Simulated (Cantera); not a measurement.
An isothermal, constant-pressure homogeneous reactor starts with C2H6 : H2 = 1 : 39 (molar parts), at 1673 K and 0.133 bar.

Detailed kinetics in Cantera: GRI-Mech 3.0 (53 species, 325 reactions). GRI-Mech 3.0 stops at C3 and has no aromatics, soot or wall deposition, so with more carbon than oxygen in the feed, carbon stays in small species such as C2H2 where larger ones or solid carbon would form.

Question: Predict: x(C2H6) at 2.00 s; x(H2) at 2.00 s; x(CH3) at 2.00 s; x(CH4) at 2.00 s; x(CH2) at 2.00 s; x(C2H) at 2.00 s.

Answer: 
```json
{
  "x(C2H6) at 2.00 s": "2.08e-7 (gas-phase equilibrium 5.94e-8)",
  "x(H2) at 2.00 s": "0.972 (gas-phase equilibrium 0.974)",
  "x(CH3) at 2.00 s": "4.64e-5 (gas-phase equilibrium 1.97e-5)",
  "x(CH4) at 2.00 s": "0.00729 (gas-phase equilibrium 0.00305)",
  "x(CH2) at 2.00 s": "1.44e-8 (gas-phase equilibrium 6.29e-9)",
  "x(C2H) at 2.00 s": "3.09e-8 (gas-phase equilibrium 3.45e-8)"
}
```
